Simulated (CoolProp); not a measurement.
Vapour-liquid equilibrium of R152A (1) + R227EA (2) at 1.53 kPa; x and y are mole fractions of (1).

Values from CoolProp's multi-fluid Helmholtz-energy mixture model, Outcalt 1996 and Lemmon 2016; pair parameters Bell 2016.

| x | bubble temperature (K) | y at the bubble point | dew temperature at overall composition x (K) | liquid density (mol/L) |
|---|---|---|---|---|
| 0.05 | 189.5 | 0.074 | 189.6 | 10.56 |
| 0.15 | 188.8 | 0.234 | 189.2 | 11.04 |
| 0.25 | (withheld) | 0.388 | 188.7 | 11.57 |
| 0.35 | (withheld) | 0.521 | 188.1 | 12.13 |
| 0.45 | 186.1 | 0.630 | 187.4 | 12.74 |
| 0.55 | 185.3 | 0.716 | 186.7 | 13.40 |
| 0.65 | 184.7 | 0.787 | 185.9 | 14.12 |
| 0.75 | 184.1 | 0.847 | 185.0 | (withheld) |
| 0.85 | 183.7 | 0.905 | 184.1 | 15.78 |
| 0.95 | 183.3 | 0.965 | (withheld) | 16.74 |

Q: Complete the blanks.

A: 
- 0.25, bubble temperature (K): 187.9
- 0.35, bubble temperature (K): 186.9
- 0.75, liquid density (mol/L): 14.91
- 0.95, dew temperature at overall composition x (K): 183.4

No azeotrope shows between x = 0.05 and 0.95.

Pair parameters are fitted to limited data, so mixtures are less certain than the pure fluids. The gap from Raoult's law changes sign with composition, which may be real or a fault of the pair parameters; it wasn't checked against measurements.
